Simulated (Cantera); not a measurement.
**Thermodynamics of calcination and drying, feed CsOH + H2 + H2O**

Charge: 1 mol CsOH, 0.062 mol H2, a varied amount of H2O, at 925 K and 0.000340 bar.

Cantera equilibrium calculation (NASA polynomials, part measured and part estimated; ideal gas, pure solids and liquids). Candidate condensed phases: Cs, CsOH, H2O; 15 gas species. Kinetics and transport are ignored.

```csv
n(H2O) (mol),x H2O,x CsOH,x H2,x Cs,x Cs2(OH)2,x H
1.2,0.534,0.434,0.0254,0.00394,0.00201,2.25e-9
1.6,0.604,0.370,0.0219,0.00276,0.00146,2.09e-9
2,0.655,0.322,0.0192,0.00207,0.00111,1.96e-9
2.3,0.686,0.294,0.0176,0.00173,0.000919,1.87e-9
2.7,0.719,0.263,0.0158,0.00140,0.000736,1.77e-9
3,0.740,0.244,0.0147,0.00121,0.000632,1.71e-9
3.4,0.763,0.222,0.0134,0.00102,0.000525,1.63e-9
3.8,0.782,0.204,0.0123,0.000880,0.000442,1.57e-9
4.1,0.795,0.192,0.0116,0.000793,0.000393,1.52e-9
4.5,0.810,0.178,0.0108,0.000697,0.000339,1.47e-9
4.9,0.822,0.167,0.0101,0.000619,0.000295,1.42e-9
5.2,0.831,0.159,0.00962,0.000570,0.000268,1.38e-9
5.6,0.841,0.149,0.00905,0.000513,0.000237,1.34e-9
```
x: gas mole fraction; nothing condenses.

From 1.2 mol H2O to 5.6 mol H2O nothing is condensed. The main Cs-bearing gas is CsOH throughout.
